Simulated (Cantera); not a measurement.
A closed system holds: 1 mol CuO, 1.3 mol CH₄, 0.54 mol N₂, at 97.0 Pa.

Cantera equilibrium calculation (NASA polynomials, part measured and part estimated; ideal gas, pure solids and liquids). Candidate condensed phases: C, C₆H₆, C₇H₈, C₈H₁₈, Cu, CuO, Cu(OH)₂, Cu₂O, H₂O; 139 gas species. Equilibrium is a limit: real reactors are often held back by kinetics, nucleation or transport.

x: gas mole fraction; n: condensed amount in mol.

| T (°C) | x H₂ | x H | x CO | x Cu | x N₂ | n C(graphite) |
|---|---|---|---|---|---|---|
| 1800 | 0.460 | 0.0573 | 0.189 | 0.189 | 0.0998 | 0.270 |
| 1875 | 0.436 | ___ | 0.186 | 0.186 | 0.0976 | 0.261 |
| 1950 | 0.403 | 0.131 | 0.182 | 0.182 | 0.0947 | 0.249 |
| 2025 | 0.361 | 0.185 | 0.177 | 0.177 | 0.0912 | 0.235 |
| 2100 | 0.311 | 0.250 | 0.170 | 0.170 | 0.0871 | 0.219 |
| 2175 | ___ | ___ | 0.163 | 0.163 | 0.0827 | ___ |
| 2250 | 0.198 | 0.397 | 0.156 | 0.156 | 0.0782 | 0.174 |

What belongs in the gaps?


- 1875, x H: 0.0883
- 2175, x H₂: 0.255
- 2175, x H: 0.323
- 2175, n C(graphite): 0.200
